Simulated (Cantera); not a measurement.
Mixture: CH₄ : O₂ : N₂ = 1 : 2.2 : 8.26 (molar parts), at 4.80 bar, adiabatic and at constant volume. Ignition delay is the time to a rise of 400 K.

Computed with Cantera and GRI-Mech 3.0 (53 species, 325 reactions).

```csv
quantity,before,after
delay at 1150 K,18.5 ms,19.3 ms
delay at 1225 K,6.87 ms,7.21 ms
delay at 1300 K,2.73 ms,2.88 ms
delay at 1375 K,1.15 ms,1.23 ms
delay at 1450 K,0.517 ms,0.552 ms
delay at 1525 K,0.245 ms,0.262 ms
delay at 1600 K,0.123 ms,0.132 ms
apparent activation energy between 1450 and 1600 K,180 kJ/mol,180 kJ/mol
```

**Question.** Which change was made?
A) CH4 1 to 1.8 parts
B) pressure from 4.80 bar to 1.20 bar
C) pressure from 4.80 bar to 1.30 bar
D) constant pressure in place of constant volume

**Answer.** D, constant pressure in place of constant volume
